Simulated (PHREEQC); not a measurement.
Dissolve 0.048 mol/kgw CaCl2 and 0.00012 mol/kgw NaHCO3 at 25 °C. Closed to the air; pH follows from the charge balance.

Model: ion-association model, phreeqc.dat, run in PHREEQC.

Precipitation was switched off in this run.

**Question.** Order these C species by the share of C that they hold, largest first: CO2, CO3-2, CaHCO3+, HCO3-, CaCO3.

**Answer.** HCO3- (77 %), CaHCO3+ (16 %), CO2 (3.5 %), CaCO3 (2.8 %), CO3-2 (0.29 %)

The pH is 7.56 and the ionic strength 0.144 mol/kgw.
